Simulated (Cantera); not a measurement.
Cantera run, input and output.

```python
import numpy as np
import cantera as ct

gas = ct.Solution("h2o2.yaml")
gas.TPX = 1150, 100000, {'H2': 0.4, 'O2': 1, 'N2': 1.8}
reactor = ct.IdealGasConstPressureReactor(gas, energy="off", clone=False)
net = ct.ReactorNet([reactor])
net.rtol, net.atol = 1e-08, 1e-18
show = ['H2', 'O2', 'H', 'H2O', 'O', 'H2O2', 'OH']
times = np.geomspace(0.0003, 50, 12)

steps = ct.SolutionArray(gas, extra=["t"])
rows = []
print(f"{'t/s':>10s}{'T/K':>9s}{'P/Pa':>11s}" + "".join(f"{s:>11s}" for s in show))
for t in times:
    while net.time < t:
        t_next = net.step()
        steps.append(gas.state, t=t_next)
    rows.append([np.interp(t, steps.t, y) for y in (steps.T, steps.P, *steps(*show).X.T)])
    print(f"{t:10.3e}{rows[-1][0]:9.1f}{rows[-1][1]:11.4g}" + "".join(f"{x:11.3e}" for x in rows[-1][2:]))
rate = np.gradient(steps.T, steps.t)
print("integrator steps:", len(steps.t))
if steps.T.max() > steps.T[0] + 200:
    print(f"time of steepest temperature rise: {steps.t[rate.argmax()]:.4e} s")
gas.TPX = 1150, 100000, {'H2': 0.4, 'O2': 1, 'N2': 1.8}
gas.equilibrate("TP")
print(f"equilibrium (TP): T = {gas.T:.1f} K  " + "  ".join(f"{s} {gas[s].X[0]:.3e}" for s in show))
```

Result:

```
       t/s      T/K       P/Pa         H2         O2          H        H2O          O       H2O2         OH
 3.000e-04   1150.0      1e+05  1.371e-03  2.670e-01  9.152e-06  1.317e-01  8.702e-05  6.445e-06  1.570e-04
 8.950e-04   1150.0      1e+05  4.099e-04  2.668e-01  1.005e-06  1.329e-01  1.694e-05  1.996e-06  6.399e-05
 2.670e-03   1150.0      1e+05  7.997e-05  2.667e-01  9.727e-08  1.332e-01  2.909e-06  3.318e-07  3.289e-05
 7.966e-03   1150.0      1e+05  6.552e-06  2.667e-01  4.787e-09  1.333e-01  4.472e-07  7.409e-08  1.720e-05
 2.377e-02   1150.0      1e+05  1.596e-07  2.667e-01  2.023e-10  1.333e-01  1.014e-07  2.138e-08  8.854e-06
 7.091e-02   1150.0      1e+05  5.726e-09  2.667e-01  2.721e-11  1.333e-01  3.005e-08  6.725e-09  4.812e-06
 2.115e-01   1150.0      1e+05  1.870e-09  2.667e-01  6.112e-12  1.333e-01  1.027e-08  2.379e-09  2.803e-06
 6.311e-01   1150.0      1e+05  1.165e-09  2.667e-01  2.795e-12  1.333e-01  4.967e-09  1.181e-09  1.944e-06
 1.883e+00   1150.0      1e+05  1.117e-09  2.667e-01  2.511e-12  1.333e-01  4.324e-09  1.035e-09  1.812e-06
 5.617e+00   1150.0      1e+05  1.117e-09  2.667e-01  2.510e-12  1.333e-01  4.320e-09  1.034e-09  1.812e-06
 1.676e+01   1150.0      1e+05  1.117e-09  2.667e-01  2.510e-12  1.333e-01  4.320e-09  1.034e-09  1.812e-06
 5.000e+01   1150.0      1e+05  1.117e-09  2.667e-01  2.510e-12  1.333e-01  4.320e-09  1.034e-09  1.812e-06
integrator steps: 1602
equilibrium (TP): T = 1150.0 K  H2 1.117e-09  O2 2.667e-01  H 2.510e-12  H2O 1.333e-01  O 4.320e-09  H2O2 1.034e-09  OH 1.812e-06
```

Detailed kinetics in Cantera: the H2/O2 subset of GRI-Mech 3.0, which has no nitrogen chemistry. The temperature is held fixed by assumption; the heat of reaction is taken as removed at once.
